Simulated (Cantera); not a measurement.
Input (Python, Cantera) and output of one run.

```python
import numpy as np
import cantera as ct

gas_names = """
    H HO2 H2 H2O H2O2 O OH O2 O3 Si SiH SiH2 SiH3 SiH4 SiO SiO2 Si2 Si3
""".split()
cond_names = """
    H2O(s) H2O(L) Si(cr) Si(L) SiO2(Lqz) SiO2(hqz) SiO2(L)
""".split()


def load(file, names, dense=False):
    # The tables refer to 1 bar. Condensed volumes are neglected.
    table = {s.name: s for s in ct.Species.list_from_file(file)}
    out = []
    for n in names:
        d = dict(table[n].input_data)
        d["thermo"] = dict(d["thermo"], **{"reference-pressure": 1e5})
        if dense:
            d["equation-of-state"] = {"model": "constant-volume", "density": "1e6 g/cm^3"}
        out.append(ct.Species.from_dict(d))
    return out


gas = ct.Solution(thermo="ideal-gas", species=load("nasa_gas.yaml", gas_names))
cond = {s.name: ct.Solution(thermo="fixed-stoichiometry", species=[s], name=s.name)
        for s in load("nasa_condensed.yaml", cond_names, dense=True)}
atoms = {
    'Si2H6': {'Si': 2, 'H': 6},
    'O3': {'O': 3},
    'H2': {'H': 2},
}
top_T = {}  # K; cautious upper limits of use, not melting points


def equilibrate(T, P, feed):
    n = {}
    for name, mol in feed.items():
        for a, k in atoms[name].items():
            n[a] = n.get(a, 0.0) + k * mol
    gas.TPX = T, P, n
    mass = sum(n.values()) * gas.mean_molecular_weight
    gas.equilibrate("TP")
    valid = [c for c in cond.values() if c.min_temp <= T <= top_T.get(c.name, c.max_temp)]
    mix = ct.Mixture([(gas, mass / gas.mean_molecular_weight)] + [(c, 0.0) for c in valid])
    mix.T, mix.P = T, P
    mix.equilibrate("TP", solver="vcs", rtol=1e-11, max_steps=5000)
    return mix


results = []
feed = {'Si2H6': 1, 'O3': 0.086, 'H2': 17}  # mol
P = 54  # Pa
for T in [650, 725, 800, 875, 950, 1025, 1100, 1175, 1250, 1325, 1400, 1475, 1550, 1625]:
    mix = equilibrate(T, P, feed)
    results.append((T, P, feed, dict(zip(mix.species_names, mix.species_moles))))
    x = sorted(zip(gas.X, gas.species_names), reverse=True)
    print(f"T = {T:g} K  P = {P:g} Pa  gas = {mix.phase_moles(0):.4g} mol")
    print("   x: " + "  ".join(f"{s} {v:.3e}" for v, s in x if v > 0.001))
    print("   condensed (mol): " + ("  ".join(f"{mix.phase(i).name} {mix.phase_moles(i):.4g}"
          for i in range(1, mix.n_phases) if mix.phase_moles(i) > 1e-12) or "none"))
```

It prints:

```
T = 650 K  P = 54 Pa  gas = 20 mol
   x: H2 1.000e+00
   condensed (mol): Si(cr) 1.871  SiO2(Lqz) 0.129
T = 725 K  P = 54 Pa  gas = 20 mol
   x: H2 1.000e+00
   condensed (mol): Si(cr) 1.871  SiO2(Lqz) 0.129
T = 800 K  P = 54 Pa  gas = 20 mol
   x: H2 1.000e+00
   condensed (mol): Si(cr) 1.871  SiO2(Lqz) 0.129
T = 875 K  P = 54 Pa  gas = 20 mol
   x: H2 1.000e+00
   condensed (mol): Si(cr) 1.871  SiO2(hqz) 0.129
T = 950 K  P = 54 Pa  gas = 20 mol
   x: H2 1.000e+00
   condensed (mol): Si(cr) 1.871  SiO2(hqz) 0.129
T = 1025 K  P = 54 Pa  gas = 20 mol
   x: H2 1.000e+00
   condensed (mol): Si(cr) 1.871  SiO2(hqz) 0.129
T = 1100 K  P = 54 Pa  gas = 20 mol
   x: H2 1.000e+00
   condensed (mol): Si(cr) 1.871  SiO2(hqz) 0.1286
T = 1175 K  P = 54 Pa  gas = 20.01 mol
   x: H2 9.995e-01
   condensed (mol): Si(cr) 1.866  SiO2(hqz) 0.1242
T = 1250 K  P = 54 Pa  gas = 20.08 mol
   x: H2 9.960e-01  SiO 3.951e-03
   condensed (mol): Si(cr) 1.831  SiO2(hqz) 0.08933
T = 1325 K  P = 54 Pa  gas = 20.26 mol
   x: H2 9.872e-01  SiO 1.274e-02
   condensed (mol): Si(cr) 1.742
T = 1400 K  P = 54 Pa  gas = 20.26 mol
   x: H2 9.871e-01  SiO 1.273e-02
   condensed (mol): Si(cr) 1.742
T = 1475 K  P = 54 Pa  gas = 20.26 mol
   x: H2 9.867e-01  SiO 1.273e-02
   condensed (mol): Si(cr) 1.742
T = 1550 K  P = 54 Pa  gas = 20.27 mol
   x: H2 9.859e-01  SiO 1.273e-02  H 1.346e-03
   condensed (mol): Si(cr) 1.741
T = 1625 K  P = 54 Pa  gas = 20.29 mol
   x: H2 9.840e-01  SiO 1.271e-02  H 3.012e-03
   condensed (mol): Si(cr) 1.735
```

Method: chemical equilibrium by Gibbs-energy minimisation in Cantera with the NASA 1993 tables (ideal gas, pure condensed phases). The feed counts by its element totals alone. Mutual solubility and eutectic melting of coexisting phases are not modelled. The tables hold silica as quartz up to 1696 K and as liquid above; real silica turns to tridymite and cristobalite and melts near 1996 K.
